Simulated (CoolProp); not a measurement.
The numbers come from the reference Helmholtz-energy equation of state, Akasaka 2023 in CoolProp.

Task: For R1224YDZ, give the phase and the cp (kJ/(kg K)), speed of sound (m/s), Joule-Thomson coefficient (K/MPa) at 345.2 K and 15 kPa; 345.2 K and 988 kPa.

Result: 
- 345.2 K and 15 kPa: gas; cp 0.839, speed of sound 144, Joule-Thomson coefficient 19.0
- 345.2 K and 988 kPa: liquid; cp 1.27, speed of sound 445, Joule-Thomson coefficient -0.0104
